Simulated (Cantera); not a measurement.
Cantera run:

```python
import numpy as np
import cantera as ct

gas_names = [...]  # 45 gases of nasa_gas.yaml made of Ba, F, H, N, O
cond_names = """
    Ba(cr) Ba(L) BaF2(a) BaF2(b,c) BaF2(L) BaO(s) BaO(L) BaO2H2(s) BaO2H2(L) H2O(s) H2O(L)
""".split()


# ... load() reads the species with a 1 bar reference pressure and builds the phases ...
atoms = {
    'BaF2': {'Ba': 1, 'F': 2},
    'HF': {'H': 1, 'F': 1},
    'N2': {'N': 2},
    'O2': {'O': 2},
}
top_T = {}  # K; cautious upper limits of use, not melting points


# ... equilibrate(T, P, feed) seeds the gas with the atoms and calls Mixture.equilibrate('TP', solver="vcs", rtol=1e-11, max_steps=5000) ...
results = []
feed = {'BaF2': 1, 'HF': 0.069, 'N2': 100, 'O2': 0.075}  # mol
T = 1525  # K
for P in [0.1, 0.46, 2.2, 10, 46, 220, 1000, 4600, 22000, 100000]:
    mix = equilibrate(T, P, feed)
    results.append((T, P, feed, dict(zip(mix.species_names, mix.species_moles))))

top = {s: max(r[3][s] / sum(r[3][g] for g in gas_names) for r in results) for s in gas_names}
cols = sorted((s for s in top if top[s] > 0.001), key=lambda s: -top[s])[:6]
seen = [c for c in cond_names if any(r[3].get(c, 0) > 1e-12 for r in results)]
print("log10 of partial pressures in bar; condensed amounts in mol")
print(f"{'P/Pa':>10s}" + "".join(f"{s[:9]:>10s}" for s in cols + seen))
for T, P, feed, n in results:
    ng = sum(n[g] for g in gas_names)
    print(f"{P:10.4g}" + "".join(f"{np.log10(max(n[s] / ng * P / 1e5, 1e-99)):10.3f}" for s in cols)
          + "".join(f"{n.get(c, 0):10.4g}" for c in seen))
```

Result:

```
log10 of partial pressures in bar; condensed amounts in mol
      P/Pa        N2      BaF2 BaF2(b,c)
       0.1    -6.005    -8.006         0
      0.46    -5.342    -7.342         0
       2.2    -4.663    -6.663         0
        10    -4.005    -6.005         0
        46    -3.342    -5.342         0
       220    -2.663    -4.663         0
      1000    -2.003    -4.307    0.5032
      4600    -1.338    -4.307    0.8924
   2.2e+04    -0.658    -4.307    0.9775
     1e+05    -0.001    -4.307    0.9951
```

Equilibrium computed with Cantera from the NASA thermochemical tables; the gas is ideal and each condensed phase is pure.
